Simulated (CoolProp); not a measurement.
Vapour-liquid equilibrium of isopentane (1) + toluene (2) at 327.6 K; x and y are mole fractions of (1).

Values from CoolProp's multi-fluid Helmholtz-energy mixture model, Lemmon 2006 and Lemmon 2006; pair parameters Bell 2016.

| x | bubble pressure (MPa) | y at the bubble point | dew pressure at overall composition x (MPa) | liquid density (mol/L) |
|---|---|---|---|---|
| 0.05 | 0.02936 | 0.516 | 0.01556 | 9.020 |
| 0.15 | 0.05867 | 0.779 | 0.01730 | 8.942 |
| 0.25 | 0.08654 | 0.865 | 0.01949 | 8.859 |
| 0.35 | 0.1117 | 0.906 | 0.02231 | 8.770 |
| 0.45 | 0.1338 | 0.930 | 0.02607 | 8.677 |
| 0.55 | 0.1532 | 0.947 | 0.03137 | 8.578 |
| 0.65 | 0.1707 | 0.959 | 0.03936 | 8.476 |
| 0.75 | 0.1873 | 0.970 | 0.05278 | 8.369 |
| 0.85 | 0.2044 | 0.981 | 0.07995 | 8.259 |
| 0.95 | 0.2233 | 0.993 | 0.1574 | 8.147 |

No azeotrope shows between x = 0.05 and 0.95.

The pair parameters rest on a limited set of measurements; away from them the model extrapolates.
